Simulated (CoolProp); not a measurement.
Vapour-liquid equilibrium of cyclohexane (1) + m-xylene (2) at 322 kPa; x and y are mole fractions of (1).

Computed with CoolProp (multi-fluid Helmholtz-energy mixture model, Zhou 2014 and Zhou 2012; pair parameters Bell 2016).

| x | bubble temperature, mixture model (K) | bubble temperature, Raoult's law (K) | y, mixture model | y, Raoult's law |
|---|---|---|---|---|
| 0.05 | 454.7 | 455.6 | 0.160 | 0.157 |
| 0.125 | [?] | 447.9 | 0.348 | 0.342 |
| 0.2 | [?] | 441.1 | 0.488 | 0.484 |
| 0.275 | 432.1 | 435.0 | 0.594 | 0.595 |
| 0.35 | 426.6 | 429.5 | 0.676 | 0.682 |
| 0.425 | 421.8 | 424.6 | 0.740 | 0.751 |
| 0.5 | 417.6 | 420.1 | 0.791 | 0.807 |
| 0.575 | 413.9 | 415.9 | 0.834 | 0.852 |
| 0.65 | 410.6 | 412.2 | 0.871 | 0.890 |
| 0.725 | 407.5 | 408.7 | 0.903 | 0.921 |
| 0.8 | 404.7 | 405.4 | 0.932 | 0.948 |
| 0.875 | [?] | 402.5 | 0.958 | 0.970 |
| 0.95 | 399.5 | 399.7 | 0.984 | 0.989 |

Task: What belongs in the gaps?

Result: 
- 0.125, bubble temperature, mixture model (K): 446.0
- 0.2, bubble temperature, mixture model (K): 438.5
- 0.875, bubble temperature, mixture model (K): 402.1

The largest gap from Raoult's law is -2.9 K in bubble temperature, at x = 0.35. No azeotrope shows between x = 0.05 and 0.95.

The pair parameters rest on a limited set of measurements; away from them the model extrapolates.
